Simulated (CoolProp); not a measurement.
Vapour-liquid equilibrium of methanol (1) + hexamethyldisiloxane (MM) (2) at 63.65 °C; x and y are mole fractions of (1).

The numbers come from the multi-fluid Helmholtz-energy mixture model, de Reuck 1993 and Thol 2016; pair parameters Bell 2016 in CoolProp.

### Question
Give the bubble pressure and the first vapour's composition at x = 0.2, 0.5, 0.8. Is there an azeotrope?

### Answer
x = 0.2: 67.81 kPa, y = 0.621; x = 0.5: 92.65 kPa, y = 0.776; x = 0.8: 98.68 kPa, y = 0.842. y crosses x between x = 0.8 and 0.95: the model has an azeotrope there.

Pair parameters are fitted to limited data, so mixtures are less certain than the pure fluids. With so large a gap from Raoult's law the liquid may split in two, which this calculation doesn't test in full.
